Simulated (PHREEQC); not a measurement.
Model water analysis in mg/L, 25 °C, pH 7.57, pe 9.2: Na 0.102; K 0.151; Ca 0.502; Mg 0.181; Cl 0.274; S(6) as SO4 0.406; Alkalinity as HCO3 2.04; O(0) (dissolved oxygen) 0.00164; N(5) as NO3 0.0621.

Valence states are taken as typed.

Equilibrium calculation in PHREEQC: ion-association model, phreeqc.dat.

No solid was allowed to form.

**Question.** Order these C species by the share of C that they hold, largest first: HCO3-, CO2, CO3-2.

**Answer.** HCO3- (94 %), CO2 (5.6 %), CO3-2 (0.17 %)

The pH is 7.57 and the ionic strength 7.36e-5 mol/kgw. Complexes and solids missing from the database can't appear.
